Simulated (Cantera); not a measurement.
## Diamond growth

A diamond (100) surface in a fixed gas of H2 with x(CH4) = 0.0038, x(H) = 0.018, at 1248 K, 18.0 Torr; coverages are run to steady state.

Cantera simulation using the Harris–Goodwin 1993 mechanism for the reconstructed diamond (100) surface; the numbers are that mechanism's predictions, not measurements.

```json
[
 {"x(CH3)": "1e-06", "growth (µm/h)": "0.00850", "θ c6HH": "0.408", "θ c6H*": "0.0437", "θ c6*H": "0.511", "θ c6**": "0.0379", "θ c6HM": "2.69e-6"},
 {"x(CH3)": "2.4e-06", "growth (µm/h)": "0.0204", "θ c6HH": "0.408", "θ c6H*": "0.0437", "θ c6*H": "0.511", "θ c6**": "0.0379", "θ c6HM": "6.46e-6"},
 {"x(CH3)": "5.6e-06", "growth (µm/h)": "0.0476", "θ c6HH": "0.408", "θ c6H*": "0.0437", "θ c6*H": "0.510", "θ c6**": "0.0379", "θ c6HM": "1.51e-5"},
 {"x(CH3)": "1.3e-05", "growth (µm/h)": "0.111", "θ c6HH": "0.408", "θ c6H*": "0.0437", "θ c6*H": "0.510", "θ c6**": "0.0379", "θ c6HM": "3.50e-5"},
 {"x(CH3)": "3.1e-05", "growth (µm/h)": "0.264", "θ c6HH": "0.408", "θ c6H*": "0.0437", "θ c6*H": "0.510", "θ c6**": "0.0379", "θ c6HM": "8.34e-5"},
 {"x(CH3)": "7.4e-05", "growth (µm/h)": "0.629", "θ c6HH": "0.408", "θ c6H*": "0.0437", "θ c6*H": "0.510", "θ c6**": "0.0379", "θ c6HM": "0.000199"},
 {"x(CH3)": "0.00018", "growth (µm/h)": "1.53", "θ c6HH": "0.408", "θ c6H*": "0.0437", "θ c6*H": "0.510", "θ c6**": "0.0378", "θ c6HM": "0.000483"},
 {"x(CH3)": "0.00042", "growth (µm/h)": "3.55", "θ c6HH": "0.407", "θ c6H*": "0.0436", "θ c6*H": "0.509", "θ c6**": "0.0376", "θ c6HM": "0.00112"},
 {"x(CH3)": "0.00099", "growth (µm/h)": "8.31", "θ c6HH": "0.406", "θ c6H*": "0.0435", "θ c6*H": "0.508", "θ c6**": "0.0372", "θ c6HM": "0.00263"}
]
```
θ: site fractions in the mechanism's names (c6HH fully hydrogenated, c6H* and c6*H radical sites, c6** diradical, c6HM methylated).
